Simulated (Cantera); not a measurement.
An adiabatic, constant-pressure homogeneous reactor starts with 3.02 % CH₄, 1.09 % CO, 14.3 % O₂, 81.6 % N₂, equivalence ratio 0.46, at 1750 K and 82000 Pa.

Model: GRI-Mech 3.0 (53 species, 325 reactions), integrated in Cantera.

x: mole fraction; the columns are a selection and need not sum to one.

```csv
t (s),T (K),x CH₄,x CO,x O₂,x C₂H₆,x N₂O
7.00e-6,1750,0.0302,0.0109,0.143,1.12e-9,2.83e-11
1.39e-5,1750,0.0302,0.0109,0.143,1.12e-8,8.20e-11
2.75e-5,1750,0.0301,0.0109,0.143,1.08e-7,2.55e-10
5.45e-5,1750,0.0300,0.0109,0.143,1.13e-6,8.28e-10
0.000108,1751,0.0294,0.0109,0.143,1.60e-5,?
0.000214,1934,0.00758,0.0255,0.116,3.23e-5,?
0.000424,2216,<1e-12,0.0103,0.0760,<1e-12,?
0.000840,2324,<1e-12,0.00639,0.0763,<1e-12,?
0.00167,2380,<1e-12,0.00384,0.0763,<1e-12,5.03e-7
0.00330,2393,<1e-12,0.00316,0.0761,<1e-12,5.13e-7
0.00654,2392,<1e-12,0.00312,0.0757,<1e-12,5.13e-7
0.0130,2390,<1e-12,0.00309,0.0750,<1e-12,5.15e-7
0.0257,2386,<1e-12,0.00304,0.0740,<1e-12,5.22e-7
0.0509,2381,<1e-12,0.00299,0.0726,<1e-12,5.35e-7
0.101,2378,<1e-12,0.00295,0.0716,<1e-12,5.48e-7
0.200,2376,<1e-12,0.00294,0.0713,<1e-12,5.53e-7
```

Q: Some entries are withheld; supply them.

A: 
- 0.000108, x N₂O: 3.06e-9
- 0.000214, x N₂O: 6.10e-8
- 0.000424, x N₂O: 3.10e-7
- 0.000840, x N₂O: 4.26e-7
